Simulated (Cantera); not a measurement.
Charge: 1 mol CO2, 0.085 mol O2, 2.7 mol H2, equilibrated at 350 °C and 2.20 mbar.

Method: chemical equilibrium by Gibbs-energy minimisation in Cantera with the NASA 1993 tables (ideal gas, pure condensed phases). Candidate condensed phases: C, C6H6, C7H8, C8H18, H2O; 110 gas species. Rates play no part.

Base state: H2 0.529, H2O 0.211, CO2 0.205, CH4 0.0312, CO 0.0242 (mole fractions); condensed: C(graphite).

Question: What changes in the equilibrium state with this change: pressure from 2.20 mbar to 13.3 mbar?

Answer: 
| species | before | after |
|---|---|---|
| H2 | 0.529 | 0.370 |
| H2O | 0.211 | 0.344 |
| CO2 | 0.205 | 0.184 |
| CH4 | 0.0312 | 0.0924 |
| CO | 0.0242 | 0.00934 |
| C(graphite), mol | 0.124 | 0.140 |
